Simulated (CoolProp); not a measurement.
The fluid at 467.49 K and 0.108 MPa expands adiabatically to 0.0496 MPa with isentropic efficiency 0.8. The same conditions are run with several fluids, on thermodynamics alone (safety and materials aside).

Computed with CoolProp (reference Helmholtz-energy equation of state of each fluid (CF4 (R14): Platzer 1990; water: Wagner 2002; cyclopentane: Gedanitz 2015; R114: Platzer 1990; n-nonane: Lemmon 2006)). The equations of Platzer and Polt are older, rougher fits.

Problem. Rank CF4 (R14), water, cyclopentane, R114, n-nonane by work (kJ/kg), highest first.

Solution. water (122), cyclopentane (33.4), CF4 (R14) (26.4), n-nonane (18.1), R114 (13.8)

```csv
fluid,final temperature (K),final density (kg/m³)
CF4 (R14),437.1,1.20
water,403.5,0.268
cyclopentane,450.0,0.935
R114,450.7,2.27
n-nonane,458.8,1.70
```
